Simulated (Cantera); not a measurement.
What does this Cantera script print?

```python
import numpy as np
import cantera as ct

gas_names = """
    Cr CrO CrO2 CrO3 H HO2 H2 H2O H2O2 O OH O2 O3
""".split()
cond_names = """
    Cr(cr) Cr(L) Cr2O3(s) Cr2O3(L) H2O(s) H2O(L)
""".split()


def load(file, names, dense=False):
    # The tables refer to 1 bar. Condensed volumes are neglected.
    table = {s.name: s for s in ct.Species.list_from_file(file)}
    out = []
    for n in names:
        d = dict(table[n].input_data)
        d["thermo"] = dict(d["thermo"], **{"reference-pressure": 1e5})
        if dense:
            d["equation-of-state"] = {"model": "constant-volume", "density": "1e6 g/cm^3"}
        out.append(ct.Species.from_dict(d))
    return out


gas = ct.Solution(thermo="ideal-gas", species=load("nasa_gas.yaml", gas_names))
cond = {s.name: ct.Solution(thermo="fixed-stoichiometry", species=[s], name=s.name)
        for s in load("nasa_condensed.yaml", cond_names, dense=True)}
atoms = {
    'Cr2O3': {'Cr': 2, 'O': 3},
    'H2': {'H': 2},
}
top_T = {}  # K; cautious upper limits of use, not melting points


def equilibrate(T, P, feed):
    n = {}
    for name, mol in feed.items():
        for a, k in atoms[name].items():
            n[a] = n.get(a, 0.0) + k * mol
    gas.TPX = T, P, n
    mass = sum(n.values()) * gas.mean_molecular_weight
    gas.equilibrate("TP")
    valid = [c for c in cond.values() if c.min_temp <= T <= top_T.get(c.name, c.max_temp)]
    mix = ct.Mixture([(gas, mass / gas.mean_molecular_weight)] + [(c, 0.0) for c in valid])
    mix.T, mix.P = T, P
    mix.equilibrate("TP", solver="vcs", rtol=1e-11, max_steps=5000)
    return mix


results = []
feed = {'Cr2O3': 1, 'H2': 2200}  # mol
P = 10  # Pa
for T in [1098, 1198, 1298, 1398, 1498, 1598, 1698, 1798, 1898, 1998, 2098, 2198]:
    mix = equilibrate(T, P, feed)
    results.append((T, P, feed, dict(zip(mix.species_names, mix.species_moles))))

top = {s: max(r[3][s] / sum(r[3][g] for g in gas_names) for r in results) for s in gas_names}
cols = sorted((s for s in top if top[s] > 0.0001), key=lambda s: -top[s])[:5]
seen = [c for c in cond_names if any(r[3].get(c, 0) > 1e-12 for r in results)]
print("log10 of partial pressures in bar; condensed amounts in mol")
print(f"{'T/K':>10s}" + "".join(f"{s[:9]:>10s}" for s in cols + seen))
for T, P, feed, n in results:
    ng = sum(n[g] for g in gas_names)
    print(f"{T:10.4g}" + "".join(f"{np.log10(max(n[s] / ng * P / 1e5, 1e-99)):10.3f}" for s in cols)
          + "".join(f"{n.get(c, 0):10.4g}" for c in seen))
```

Result:

```
log10 of partial pressures in bar; condensed amounts in mol
       T/K        H2         H       H2O        Cr    Cr(cr)  Cr2O3(s)
      1098    -4.000    -9.607    -8.495   -11.205   0.04674    0.9766
      1198    -4.000    -8.721    -7.998    -9.654    0.1426    0.9262
      1298    -4.000    -7.970    -7.579    -8.346    0.2878    0.8065
      1398    -4.001    -7.325    -7.155    -7.331         0    0.4862
      1498    -4.002    -6.766    -6.866    -7.042         0         0
      1598    -4.003    -6.276    -6.867    -7.043         0         0
      1698    -4.007    -5.843    -6.869    -7.045         0         0
      1798    -4.016    -5.461    -6.875    -7.050         0         0
      1898    -4.035    -5.124    -6.886    -7.059         0         0
      1998    -4.071    -4.830    -6.908    -7.076         0         0
      2098    -4.134    -4.579    -6.950    -7.104         0         0
      2198    -4.240    -4.374    -7.032    -7.145         0         0
```

Equilibrium computed with Cantera from the NASA thermochemical tables; the gas is ideal and each condensed phase is pure. Mutual solubility and eutectic melting of coexisting phases are not modelled.
